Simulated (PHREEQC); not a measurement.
NaOH is added in steps, without added water, to 1 kg of water holding 0.2 mol/kgw H2SO4, 7.2e-05 mol/kgw Al2(SO4)3 and 0.0011 mol/kgw MgSO4, at 20 °C. O2 is buffered at 0.21 atm. No CO2 enters from the air. The run lets Brucite, Gibbsite, Basaluminite, Mirabilite, Epsomite precipitate or redissolve, and no other solid.

Base run: PHREEQC, ion-association model, wateq4f.dat. Each further column changes one thing. The table gives pH.

```json
[
 {"NaOH added (mol)": "0", "base": "0.74", "Davies equation for every ion": "0.77", "metal-ligand complexes left out": "0.75", "all activity coefficients set to 1": "0.68"},
 {"NaOH added (mol)": "0.035", "base": "0.81", "Davies equation for every ion": "0.83", "metal-ligand complexes left out": "0.81", "all activity coefficients set to 1": "0.75"},
 {"NaOH added (mol)": "0.07", "base": "0.88", "Davies equation for every ion": "0.90", "metal-ligand complexes left out": "0.88", "all activity coefficients set to 1": "0.83"},
 {"NaOH added (mol)": "0.1225", "base": "0.99", "Davies equation for every ion": "1.02", "metal-ligand complexes left out": "1.01", "all activity coefficients set to 1": "0.98"},
 {"NaOH added (mol)": "0.1575", "base": "1.09", "Davies equation for every ion": "1.12", "metal-ligand complexes left out": "1.11", "all activity coefficients set to 1": "1.09"},
 {"NaOH added (mol)": "0.1925", "base": "1.19", "Davies equation for every ion": "1.22", "metal-ligand complexes left out": "1.22", "all activity coefficients set to 1": "1.23"},
 {"NaOH added (mol)": "0.2275", "base": "1.31", "Davies equation for every ion": "1.34", "metal-ligand complexes left out": "1.35", "all activity coefficients set to 1": "1.38"},
 {"NaOH added (mol)": "0.2625", "base": "1.45", "Davies equation for every ion": "1.48", "metal-ligand complexes left out": "1.50", "all activity coefficients set to 1": "1.55"},
 {"NaOH added (mol)": "0.2975", "base": "1.61", "Davies equation for every ion": "1.65", "metal-ligand complexes left out": "1.67", "all activity coefficients set to 1": "1.75"},
 {"NaOH added (mol)": "0.35", "base": "1.98", "Davies equation for every ion": "2.03", "metal-ligand complexes left out": "2.05", "all activity coefficients set to 1": "2.15"},
 {"NaOH added (mol)": "0.385", "base": "2.54", "Davies equation for every ion": "2.59", "metal-ligand complexes left out": "2.62", "all activity coefficients set to 1": "2.73"},
 {"NaOH added (mol)": "0.42", "base": "12.21", "Davies equation for every ion": "12.27", "metal-ligand complexes left out": "12.20", "all activity coefficients set to 1": "12.41"}
]
```
